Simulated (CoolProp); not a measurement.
R11 along the isotherm 500 K: density (kg/m³) from the reference equation and from simpler models built on Tc = 471.1 K, pc = 4.408 MPa, ω = 0.189; each cubic takes its own stable root.

Values from CoolProp's reference Helmholtz-energy equation of state, Jacobsen 1992.

```
p (MPa)          phase  reference
-------  -------------  ---------
0.848              gas      29.65
1.7                gas      63.51
2.54               gas      102.6
3.39               gas      150.8
4.24               gas      214.2
5.09     supercritical      308.5
5.93     supercritical      468.6
6.78     supercritical      647.7
7.63     supercritical      748.6
8.48     supercritical      806.5
9.32     supercritical      846.4
10.2     supercritical      878.4
11       supercritical      902.2
```

### Question
How far does each simpler model (Redlich-Kwong, Soave-Redlich-Kwong) lie from the reference over these 13 states: mean and median of the absolute difference, and the worst?

### Answer
- Redlich-Kwong: mean 4.1 %, median 0.6 %, worst -9.2 % at 500 K and 8.48 MPa
- Soave-Redlich-Kwong: mean 6.7 %, median 8.5 %, worst -13.4 % at 500 K and 7.63 MPa
